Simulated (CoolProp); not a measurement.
Model: reference Helmholtz-energy equation of state, Thol 2019, in CoolProp.

Task: For decamethylcyclopentasiloxane (D5), give the phase and the Z, speed of sound (m/s), Joule-Thomson coefficient (K/MPa), fugacity coefficient at 620 K and 2990 kPa.

Result: 
- 620 K and 2990 kPa: supercritical; Z 0.383, speed of sound 195, Joule-Thomson coefficient 0.942, fugacity coefficient 0.310
